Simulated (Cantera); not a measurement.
Cantera with NASA thermochemical tables; ideal gases at 1 bar, condensed phases pure. Values are per mole of reaction as written; species without (g) are pure solids or liquids, kept so even where they would boil at 1 bar.

Task: Between 300 and 2900 K, where is each reaction favourable under standard conditions?
- N₂(g) + 2 Li₂O → 4 Li(g) + 2 NO(g)

Result: 
- N₂(g) + 2 Li₂O → 4 Li(g) + 2 NO(g): ΔG° is 1804 kJ at 300 K and 181 kJ at 2900 K; it stays positive (K < 1). ΔH° is 1735 kJ and ΔS° 536 J/K at 2900 K.
